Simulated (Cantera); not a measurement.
Input (Python, Cantera) and output of one run.

```python
import numpy as np
import cantera as ct

gas_names = """
    H HO2 H2 H2O H2O2 O OH O2 O3 Ta TaO TaO2
""".split()
cond_names = """
    H2O(s) H2O(L) Ta(cr) Ta(L) Ta2O5(s) Ta2O5(L)
""".split()


# ... load() reads the species with a 1 bar reference pressure and builds the phases ...
atoms = {
    'Ta': {'Ta': 1},
    'O2': {'O': 2},
    'H2': {'H': 2},
}
top_T = {}  # K; cautious upper limits of use, not melting points


# ... equilibrate(T, P, feed) seeds the gas with the atoms and calls Mixture.equilibrate('TP', solver="vcs", rtol=1e-11, max_steps=5000) ...
results = []
feed = {'Ta': 1, 'O2': 0.4, 'H2': 20}  # mol
P = 62000  # Pa
for T in [1173, 1273, 1373, 1473, 1573, 1673, 1773, 1873, 1973, 2073]:
    mix = equilibrate(T, P, feed)
    results.append((T, P, feed, dict(zip(mix.species_names, mix.species_moles))))

top = {s: max(r[3][s] / sum(r[3][g] for g in gas_names) for r in results) for s in gas_names}
cols = sorted((s for s in top if top[s] > 1e-06), key=lambda s: -top[s])[:6]
seen = [c for c in cond_names if any(r[3].get(c, 0) > 1e-12 for r in results)]
print("log10 of partial pressures in bar; condensed amounts in mol")
print(f"{'T/K':>10s}" + "".join(f"{s[:9]:>10s}" for s in cols + seen))
for T, P, feed, n in results:
    ng = sum(n[g] for g in gas_names)
    print(f"{T:10.4g}" + "".join(f"{np.log10(max(n[s] / ng * P / 1e5, 1e-99)):10.3f}" for s in cols)
          + "".join(f"{n.get(c, 0):10.4g}" for c in seen))
```

Output:

```
log10 of partial pressures in bar; condensed amounts in mol
       T/K        H2         H       H2O      TaO2       TaO    Ta(cr)  Ta2O5(s)  Ta2O5(L)
      1173    -0.208    -7.032    -5.718   -16.867   -17.438      0.68      0.16         0
      1273    -0.208    -6.251    -5.179   -14.772   -15.381    0.6801      0.16         0
      1373    -0.208    -5.581    -4.722   -12.990   -13.628    0.6802    0.1599         0
      1473    -0.208    -5.002    -4.331   -11.456   -12.118    0.6806    0.1597         0
      1573    -0.208    -4.495    -3.992   -10.123   -10.803    0.6813    0.1593         0
      1673    -0.208    -4.047    -3.696    -8.955    -9.648    0.6826    0.1587         0
      1773    -0.208    -3.650    -3.435    -7.923    -8.627    0.6847    0.1576         0
      1873    -0.208    -3.294    -3.204    -7.006    -7.717    0.6881     0.156         0
      1973    -0.209    -2.974    -2.998    -6.185    -6.902     0.693    0.1535         0
      2073    -0.210    -2.685    -2.819    -5.456    -6.172    0.6996         0    0.1501
```

Cantera equilibrium calculation (NASA polynomials, part measured and part estimated; ideal gas, pure solids and liquids). Mutual solubility and eutectic melting of coexisting phases are not modelled. Condensed phases not in the tables: N, O or C dissolved in the metal.
